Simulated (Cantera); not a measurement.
Input: 1 mol TEOS, 0.9 mol CO2, 18 mol N2, held at 1350 K and 3.75 Torr.

Method: chemical equilibrium by Gibbs-energy minimisation in Cantera with the NASA 1993 tables (ideal gas, pure condensed phases). Candidate condensed phases: C, C6H6, C7H8, C8H18, H2O, Si, SiC, SiO2, Si2N2O, Si3N4; 151 gas species. The feed counts by its element totals alone. N2 is the only nitrogen source here; it is nearly inert below about 1500 K, so the nitride shown seldom forms there in practice. Rates play no part.

Base state: N2 0.533, H2 0.305, CO 0.162, HCN 0.000131, H 1.86e-5 (mole fractions); condensed: C(graphite) + Si2N2O(s).

**Question.** What changes in the equilibrium state with this change: TEOS replaced by SiH4?

**Answer.** 
| species | before | after |
|---|---|---|
| N2 | 0.533 | 0.859 |
| H2 | 0.305 | 0.0974 |
| CO | 0.162 | 0.0438 |
| SiO | 9.05e-6 | 3.10e-5 |
| HCN | 0.000131 | 1.35e-6 |
| H | 1.86e-5 | 1.05e-5 |
| C(graphite), mol | 3.60 | 0 |
| Si2N2O(s), mol | 0.500 | 0.367 |
| SiO2(β-quartz), mol | 0 | 0.266 |
Mutual solubility and eutectic melting of coexisting phases are not modelled. The tables hold silica as quartz up to 1696 K and as liquid above; real silica turns to tridymite and cristobalite and melts near 1996 K.
